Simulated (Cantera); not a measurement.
A freely propagating, adiabatic, planar premixed flame of 46.8 % H2, 11.1 % O2, 41.9 % N2, 0.108 % H2O, unburnt at 550 K and 180000 Pa; mixture-averaged transport, grid criteria slope 0.08 and curve 0.16, no radiation.

Computed with Cantera and the H2/O2 subset of GRI-Mech 3.0, which has no nitrogen chemistry. Burning velocities carry a grid error of a few per cent, more on coarse grids.

Question: Predict: laminar burning velocity; thermal thickness; peak x(O); peak x(H); peak x(HO2).

Answer: 
```json
{
  "laminar_burning_velocity": "795 cm/s",
  "thermal_thickness": "0.205 mm",
  "peak x(O)": "0.00321",
  "peak x(H)": "0.0762",
  "peak x(HO2)": "0.000450"
}
```
